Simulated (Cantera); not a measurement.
## Gas activation for diamond growth

A perfectly stirred reactor is fed with CH4 : H2 : H = 0.023 : 1 : 0.15 (molar parts), at 16.5 Torr; it is held at 2550 K, and followed from long to short residence time.

Model: GRI-Mech 3.0 (53 species, 325 reactions), integrated in Cantera. GRI-Mech 3.0 stops at C3 and has no aromatics, soot or wall deposition, so with more carbon than oxygen in the feed, carbon stays in small species such as C2H2 where larger ones or solid carbon would form. Radical loss at walls, strong at low pressure, is not modelled.

```json
[
 {"τ (s)": "0.69", "x CH4": "8.47e-6", "x H2": "0.816", "x H": "0.175", "x CH3": "3.18e-5", "x C2H": "0.000156"},
 {"τ (s)": "0.31", "x CH4": "1.55e-5", "x H2": "0.829", "x H": "0.162", "x CH3": "5.30e-5", "x C2H": "0.000143"},
 {"τ (s)": "0.14", "x CH4": "3.14e-5", "x H2": "0.846", "x H": "0.144", "x CH3": "9.38e-5", "x C2H": "0.000126"},
 {"τ (s)": "0.061", "x CH4": "6.75e-5", "x H2": "0.864", "x H": "0.127", "x CH3": "0.000173", "x C2H": "0.000108"},
 {"τ (s)": "0.027", "x CH4": "0.000134", "x H2": "0.876", "x H": "0.114", "x CH3": "0.000302", "x C2H": "9.56e-5"},
 {"τ (s)": "0.012", "x CH4": "0.000243", "x H2": "0.884", "x H": "0.106", "x CH3": "0.000503", "x C2H": "8.69e-5"},
 {"τ (s)": "0.0054", "x CH4": "0.000410", "x H2": "0.888", "x H": "0.101", "x CH3": "0.000803", "x C2H": "8.06e-5"},
 {"τ (s)": "0.0024", "x CH4": "0.000668", "x H2": "0.890", "x H": "0.0991", "x CH3": "0.00126", "x C2H": "7.51e-5"},
 {"τ (s)": "0.0011", "x CH4": "0.00104", "x H2": "0.890", "x H": "0.0984", "x CH3": "0.00192", "x C2H": "6.95e-5"},
 {"τ (s)": "0.00048", "x CH4": "0.00163", "x H2": "0.889", "x H": "0.0989", "x CH3": "0.00295", "x C2H": "6.18e-5"}
]
```
x: mole fraction; the columns are a selection and need not sum to one.
